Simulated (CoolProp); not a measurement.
Properties of dimethyl carbonate along the isotherm 600 K.

Values from CoolProp's reference Helmholtz-energy equation of state, Zhou 2011.

| p (bar) | phase | density (kg/m³) | cv (kJ/(kg K)) | Joule-Thomson coefficient (K/MPa) |
|---|---|---|---|---|
| 0.0776 | gas | 0.1402 | 1.768 | 5.435 |
| 0.147 | gas | 0.2656 | 1.768 | 5.437 |
| 0.279 | gas | 0.5046 | 1.768 | 5.442 |
| 0.529 | gas | 0.9580 | 1.768 | 5.452 |
| 1 | gas | 1.816 | 1.768 | 5.470 |
| 1.9 | gas | 3.467 | 1.769 | 5.506 |
| 3.6 | gas | 6.633 | 1.771 | 5.574 |
| 6.83 | gas | 12.82 | 1.773 | 5.712 |
| 12.9 | gas | 25.14 | 1.779 | 6.003 |
| 24.5 | gas | 51.79 | 1.793 | 6.692 |
